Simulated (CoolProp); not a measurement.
Vapour-liquid equilibrium of carbon dioxide (1) + R152A (2) at 254 K; x and y are mole fractions of (1).

The numbers come from the multi-fluid Helmholtz-energy mixture model, Span 1996 and Outcalt 1996; pair parameters Bell 2016 in CoolProp.

Q: Give the bubble pressure and the first vapour's composition at x = 0.5, 0.8, 0.95. Is there an azeotrope?

A: x = 0.5: 1.025 MPa, y = 0.920; x = 0.8: 1.591 MPa, y = 0.974; x = 0.95: 1.907 MPa, y = 0.994. No azeotrope shows between x = 0.05 and 0.95.

Pair parameters are fitted to limited data, so mixtures are less certain than the pure fluids.
